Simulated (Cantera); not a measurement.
A closed system holds: 1 mol CCl₄, 0.7 mol H₂, equilibrated at 2.10 Pa.

Equilibrium computed with Cantera from the NASA thermochemical tables; the gas is ideal and each condensed phase is pure. Candidate condensed phases: C, C₆H₆, C₇H₈, C₈H₁₈; 103 gas species. Ions and electrons are included (thermal ionisation). Equilibrium is a limit: real reactors are often held back by kinetics, nucleation or transport. All values below are at 2977 °C.

Base state: Cl 0.626, H 0.219, C 0.154, C₂ 0.000936, C₃ 6.26e-5, HCl 4.16e-5 (mole fractions); condensed: gas only.

### Question
What changes in the equilibrium state with this change: H₂ from 0.7 to 1.5 mol?

### Answer
```csv
species,before,after
Cl,0.626,0.500
H,0.219,0.375
C,0.154,0.124
H₂,9.77e-6,2.87e-5
C₃,6.26e-5,3.23e-5
```
